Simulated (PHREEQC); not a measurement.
A solution holds 0.042 mol/kgw NaOH and 0.0019 mol/kgw NaAlO2, at 42 °C. Closed to the air; pH follows from the charge balance.

Computed with PHREEQC (ion-association model, phreeqc.dat).

The pH is 12.01 and the ionic strength is 0.0439 mol/kgw. The total alkalinity comes out as 49.6 meq/kg.

```tsv
species	molality	activity	log γ
Na+	0.0439	0.0363	-0.082
OH-	0.0420	0.0342	-0.089
Al(OH)4-	0.00190	0.00157	-0.084
```

No solid was allowed to form. Away from 25 °C the constants follow the database's enthalpies or fits; those with neither stay at their 25 °C values.
